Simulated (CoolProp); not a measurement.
The numbers come from the reference Helmholtz-energy equation of state, de Reuck 1990 in CoolProp.

Q: For fluorine, give the phase and the density (kg/m³), cv (kJ/(kg K)), speed of sound (m/s), expansivity (1/kK) at -102.55 °C and 49.1 bar.

A: 
- -102.55 °C and 49.1 bar: gas; density 166, cv 0.632, speed of sound 209, expansivity 12.1
